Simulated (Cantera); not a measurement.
A closed system holds: 1 mol Pb, 0.091 mol O2, 70 mol H2, at 977 °C and 95.0 Pa.

Equilibrium computed with Cantera from the NASA thermochemical tables; the gas is ideal and each condensed phase is pure. Candidate condensed phases: H2O, Pb, PbO, PbO2, Pb3O4; 12 gas species. Kinetics and transport are ignored.

Question: What is the equilibrium state?

Answer: 
```json
{
  "x(H2)": "0.983",
  "x(Pb)": "0.0141",
  "x(H2O)": "0.00256",
  "x(H)": "1.56e-5",
  "gas_amount": "71.00 mol",
  "log10 activity of Pb(l) (absent)": "-2.00"
}
```
